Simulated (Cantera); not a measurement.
An isothermal, constant-pressure homogeneous reactor starts with CH3OH : O2 : N2 = 0.013 : 0.021 : 1 (molar parts), at 1548 K and 1950 Torr.

Detailed kinetics in Cantera: GRI-Mech 3.0 (53 species, 325 reactions). GRI-Mech 3.0 was tuned for natural gas; its chemistry of methanol as a main component is partial and can be far from experiment. The temperature is held fixed by assumption; the heat of reaction is taken as removed at once.

x: mole fraction; the columns are a selection and need not sum to one.

```tsv
t (s)	x CH3OH	x O2	x N2O	x O	x NO2	x H2	x C2H2
0.000400	<1e-12	0.00410	2.31e-7	0.000597	2.31e-9	0.00160	<1e-12
0.000862	<1e-12	0.00256	2.49e-7	0.000167	3.47e-9	0.000782	<1e-12
0.00186	<1e-12	0.00192	2.87e-7	5.60e-5	5.14e-9	0.000365	<1e-12
0.00400	<1e-12	0.00163	3.31e-7	2.01e-5	7.95e-9	0.000158	<1e-12
0.00862	<1e-12	0.00150	3.36e-7	7.26e-6	1.19e-8	6.20e-5	<1e-12
0.0186	<1e-12	0.00145	2.42e-7	2.58e-6	1.49e-8	2.24e-5	<1e-12
0.0400	<1e-12	0.00144	1.02e-7	9.42e-7	1.36e-8	8.00e-6	<1e-12
0.0862	<1e-12	0.00144	(withheld)	(withheld)	(withheld)	(withheld)	<1e-12
0.186	<1e-12	0.00143	(withheld)	(withheld)	(withheld)	(withheld)	<1e-12
0.400	<1e-12	0.00143	1.53e-8	1.82e-7	6.22e-9	1.46e-6	<1e-12
0.862	<1e-12	0.00143	1.52e-8	1.80e-7	6.19e-9	1.45e-6	<1e-12
1.86	<1e-12	0.00143	1.52e-8	1.80e-7	6.20e-9	1.45e-6	<1e-12
4.00	<1e-12	0.00143	1.52e-8	1.80e-7	6.23e-9	1.45e-6	<1e-12
```

**Question.** Some entries are withheld; supply them.

**Answer.** 
- 0.0862, x N2O: 3.58e-8
- 0.0862, x O: 3.87e-7
- 0.0862, x NO2: 9.44e-9
- 0.0862, x H2: 3.20e-6
- 0.186, x N2O: 1.85e-8
- 0.186, x O: 2.16e-7
- 0.186, x NO2: 6.84e-9
- 0.186, x H2: 1.75e-6
